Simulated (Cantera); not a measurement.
## Thermodynamics of abatement and gas-phase synthesis, feed S + H2O + H2

Input: 1 mol S, 0.14 mol H2O, 1.7 mol H2, equilibrated at 1.00 bar.

These are equilibrium values from Cantera (NASA tables, ideal gas, pure condensed phases), not measurements of a reactor. Candidate condensed phases: H2O, H2SO4, S; 19 gas species. Equilibrium is a limit: real reactors are often held back by kinetics, nucleation or transport.

From 1875 K to 2475 K nothing is condensed.

| T (K) | x H2 | x H2S | x S2 | x H2O | x SH | x H | x S |
|---|---|---|---|---|---|---|---|
| 1875 | 0.601 | 0.186 | 0.132 | 0.0647 | 0.0150 | 0.000508 | 0.000484 |
| 1925 | 0.612 | 0.166 | 0.139 | 0.0640 | 0.0175 | 0.000748 | 0.000711 |
| 1975 | 0.621 | 0.149 | 0.144 | 0.0632 | 0.0202 | 0.00108 | 0.00102 |
| 2025 | 0.629 | 0.134 | 0.148 | 0.0624 | 0.0230 | 0.00153 | 0.00144 |
| 2075 | 0.636 | 0.120 | 0.151 | 0.0617 | 0.0260 | 0.00212 | 0.00199 |
| 2125 | 0.641 | 0.108 | 0.154 | 0.0609 | 0.0291 | 0.00291 | 0.00270 |
| 2175 | 0.646 | 0.0970 | 0.155 | 0.0600 | 0.0324 | 0.00392 | 0.00360 |
| 2225 | 0.649 | 0.0874 | 0.156 | 0.0591 | 0.0357 | 0.00522 | 0.00473 |
| 2275 | 0.651 | 0.0788 | 0.157 | 0.0581 | 0.0390 | 0.00685 | 0.00614 |
| 2325 | 0.652 | 0.0712 | 0.156 | 0.0571 | 0.0424 | 0.00888 | 0.00786 |
| 2375 | 0.653 | 0.0643 | 0.155 | 0.0559 | 0.0458 | 0.0114 | 0.00994 |
| 2425 | 0.652 | 0.0582 | 0.154 | 0.0547 | 0.0492 | 0.0144 | 0.0124 |
| 2475 | 0.650 | 0.0526 | 0.152 | 0.0533 | 0.0525 | 0.0181 | 0.0153 |
x: gas mole fraction; nothing condenses.
